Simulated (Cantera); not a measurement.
Charge: 1 mol SiH2Cl2, 1.9 mol N2, 12 mol NH3, held at 0.0495 Torr.

These are equilibrium values from Cantera (NASA tables, ideal gas, pure condensed phases), not measurements of a reactor. Candidate condensed phases: NH4Cl, Si, Si3N4; 28 gas species. Gases not in the tables: Si2H6 and higher silanes. Equilibrium is a limit: real reactors are often held back by kinetics, nucleation or transport.

Which condensed phases are stable at each of these points (T (K)): 723, 823, 923, 1023, 1123, 1223, 1323, 1423, 1523, 1623, 1723, 1823, 1923, 2023?


| T (K) | condensed phases | Si condensed (%) |
|---|---|---|
| 723 | Si3N4(s) | 100.0 |
| 823 | Si3N4(s) | 100.0 |
| 923 | Si3N4(s) | 100.0 |
| 1023 | Si3N4(s) | 100.0 |
| 1123 | Si3N4(s) | 99.9 |
| 1223 | Si3N4(s) | 98.8 |
| 1323 | Si3N4(s) | 92.8 |
| 1423 | Si3N4(s) | 75.2 |
| 1523 | Si(s) | 66.6 |
| 1623 | Si(s) | 59.0 |
| 1723 | Si(l) | 20.9 |
| 1823 | gas only | 0.0 |
| 1923 | gas only | 0.0 |
| 2023 | gas only | 0.0 |

From 723 K to 1423 K the condensed part is Si3N4(s). From 1523 K to 1623 K the condensed part is Si(s). At 1723 K the condensed part is Si(l). From 1823 K to 2023 K nothing is condensed.
